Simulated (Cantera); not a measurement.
A closed system holds: 1 mol Cr, a varied amount of H₂O, 0.91 mol N₂, at 575 °C and 5.30e-6 bar.

Cantera equilibrium calculation (NASA polynomials, part measured and part estimated; ideal gas, pure solids and liquids). Candidate condensed phases: Cr, CrN, Cr₂N, Cr₂O₃, H₂O; 29 gas species. Equilibrium is a limit: real reactors are often held back by kinetics, nucleation or transport.

Problem. Which condensed phases are stable at each of these points (n(H₂O) (mol)): 0.31, 0.62, 1.2, 2.5, 5, 10, 20?

Solution. 
```
n(H₂O) (mol)    condensed phases  Cr condensed (%)
------------  ------------------  ----------------
0.31          Cr₂N(s) + Cr₂O₃(s)             100.0
0.62          Cr₂N(s) + Cr₂O₃(s)             100.0
1.2           Cr₂N(s) + Cr₂O₃(s)             100.0
2.5                     Cr₂O₃(s)             100.0
5                       Cr₂O₃(s)             100.0
10                      Cr₂O₃(s)             100.0
20                      Cr₂O₃(s)             100.0
```

From 0.31 mol H₂O to 1.2 mol H₂O the condensed part is Cr₂N(s) + Cr₂O₃(s). From 2.5 mol H₂O to 20 mol H₂O the condensed part is Cr₂O₃(s).
